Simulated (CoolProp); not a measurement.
Saturation properties of R113 (Tc = 487.2 K, pc = 3392 kPa, ω = 0.253).

Values from CoolProp's reference Helmholtz-energy equation of state, Marx 1992.

```
T (K)  p (kPa)  liquid density (kg/m³)  liquid cp (kJ/(kg K))  surface tension (mN/m)
-----  -------  ----------------------  ---------------------  ----------------------
375.5    461.3                    1362                  1.009                    8.95
383.6    554.1                    1338                  1.023                    8.15
391.6    658.9                    1313                  1.037                    7.38
399.7    779.2                    1287                  1.053                    6.61
407.8    915.2                    1259                  1.072                    5.86
415.9     1068                    1230                  1.094                    5.13
424       1239                    1200                  1.120                    4.42
432       1427                    1167                  1.152                    3.74
440.1     1638                    1131                  1.193                    3.07
448.2     1872                    1091                  1.250                    2.43
456.3     2130                    1046                  1.334                    1.82
```

It boils at 320.7 K under 1 atm.

Surface tension comes from a separate correlation (Mulero 2012).
